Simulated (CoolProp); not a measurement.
A single-stage vapour-compression cycle with the fluid: evaporating at 300.15 K (dew point), condensing at 364.15 K (bubble point), superheat 10 K, subcooling 8 K, compressor efficiency 0.6, no pressure losses. The same conditions are run with several fluids, on thermodynamics alone (safety and materials aside).

Model: reference Helmholtz-energy equation of state of each fluid (n-perfluorohexane: Gao 2022; propyne: Polt 1992; neopentane: Lemmon 2006; carbonyl sulfide: Lemmon 2006; R236EA: Rui 2013; the fluoroketone C6F12O (FK-5-1-12): McLinden 2015), in CoolProp. The equations of Platzer and Polt are older, rougher fits.

Q: Rank n-perfluorohexane, propyne, neopentane, carbonyl sulfide, R236EA, the fluoroketone C6F12O (FK-5-1-12) by cooling COP, highest first.

A: propyne (2.14), neopentane (2.00), R236EA (1.97), carbonyl sulfide (1.89), n-perfluorohexane (1.62), the fluoroketone C6F12O (FK-5-1-12) (1.60)

```csv
fluid,pressure ratio,discharge temperature (K),refrigerating effect (kJ/kg),volumetric capacity (kJ/m³)
n-perfluorohexane,8.76,364.1,39.5,170
propyne,4.55,416.4,329,3500
neopentane,5.10,368.7,179,973
carbonyl sulfide,3.68,447.2,165,6080
R236EA,5.86,374.3,89.3,1250
the fluoroketone C6F12O (FK-5-1-12),8.11,364.1,39.7,221
```

The compression ends wet for: n-perfluorohexane; the fluoroketone C6F12O (FK-5-1-12).
